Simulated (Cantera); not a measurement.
Cantera with NASA thermochemical tables; ideal gases at 1 bar, condensed phases pure. Values are per mole of reaction as written; species without (g) are pure solids or liquids, kept so even where they would boil at 1 bar.

2 Nb + NO(g) + 3 OH(g) → 2 NbO2(g) + NH3(g), with ΔH° = -655.3 kJ and ΔS° = -96.6 J/K at 300 K.

How far is the shortcut ΔG° ≈ ΔH°(300 K) − T·ΔS°(300 K) from the full temperature-dependent value at 700, 725, 750, 775, 800, 825, 850, 875, 900, 925, 950 K?


```tsv
T (K)	shortcut (kJ)	full (kJ)	difference (kJ)	difference in log10 K
700	-587.7	-580.9	-6.9	0.51
725	-585.3	-577.8	-7.5	0.54
750	-582.9	-574.7	-8.2	0.57
775	-580.5	-571.6	-8.9	0.60
800	-578.1	-568.4	-9.6	0.63
825	-575.7	-565.3	-10.4	0.66
850	-573.3	-562.1	-11.1	0.68
875	-570.8	-559.0	-11.9	0.71
900	-568.4	-555.8	-12.6	0.73
925	-566.0	-552.6	-13.4	0.76
950	-563.6	-549.4	-14.2	0.78
```
The shortcut ignores the heat-capacity change of the reaction.
